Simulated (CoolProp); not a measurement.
Vapour-liquid equilibrium of benzene (1) + n-decane (2) at 0.246 MPa; x and y are mole fractions of (1).

Computed with CoolProp (multi-fluid Helmholtz-energy mixture model, Thol 2012 and Lemmon 2006; pair parameters Bell 2016).

```csv
x,"bubble temperature, mixture model (°C)","bubble temperature, Raoult's law (°C)","y, mixture model","y, Raoult's law"
0.05,201.4,199.2,0.232,0.289
0.125,185.9,183.0,?,0.550
0.2,172.4,170.3,?,0.701
0.275,161.2,160.0,?,0.794
0.35,152.0,151.5,?,0.855
0.425,144.4,144.4,?,0.896
0.5,138.1,138.3,0.914,0.925
0.575,?,132.9,0.937,0.946
0.65,128.2,128.2,0.954,0.962
0.725,124.1,124.1,0.967,0.974
0.8,120.5,120.3,0.978,0.983
0.875,117.1,116.9,0.988,0.991
0.95,113.9,113.8,0.995,0.997
```

**Question.** What belongs in the gaps?

**Answer.** 
- 0.125, y, mixture model: 0.492
- 0.2, y, mixture model: 0.661
- 0.275, y, mixture model: 0.768
- 0.35, y, mixture model: 0.837
- 0.425, y, mixture model: 0.882
- 0.575, bubble temperature, mixture model (°C): 132.8

The largest gap from Raoult's law is +2.9 K in bubble temperature, at x = 0.125. No azeotrope shows between x = 0.05 and 0.95.

Pair parameters are fitted to limited data, so mixtures are less certain than the pure fluids.
